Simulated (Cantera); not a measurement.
Charge: 1 mol B, 5.8 mol H2O, 0.35 mol N2, at 1148 K and 3900 Pa.

Cantera equilibrium calculation (NASA polynomials, part measured and part estimated; ideal gas, pure solids and liquids). Candidate condensed phases: B, BN, B2O3, B3O3H3, H2O; 39 gas species. Gases not in the tables: H3BO3. The numbers say what is thermodynamically allowed, not how fast it happens.

Base state: H2O 0.696, H2 0.244, N2 0.0569, (HBO2)3 0.00164, HBO2 0.00162 (mole fractions); condensed: B2O3(l).

Task: What changes in the equilibrium state with this change: temperature from 1148 K to 1900 K?

Result: 
| species | before | after |
|---|---|---|
| H2O | 0.696 | 0.574 |
| H2 | 0.244 | 0.224 |
| HBO2 | 0.00162 | 0.143 |
| N2 | 0.0569 | 0.0526 |
| OH | 3.05e-9 | 0.000400 |
| BO2 | <1e-9 | 0.000121 |
| B2O3 | 3.97e-8 | 0.00317 |
| BO | <1e-9 | 2.94e-5 |
| B2O3(l), mol | 0.480 | 0 |

Task: What changes in the equilibrium state with this change: temperature from 1148 K to 1898.15 K?

Result: 
```tsv
species	before	after
H2O	0.696	0.574
H2	0.244	0.224
HBO2	0.00162	0.143
N2	0.0569	0.0526
OH	3.05e-9	0.000393
BO2	<1e-9	0.000119
B2O3	3.97e-8	0.00316
B2O3(l), mol	0.480	0
```
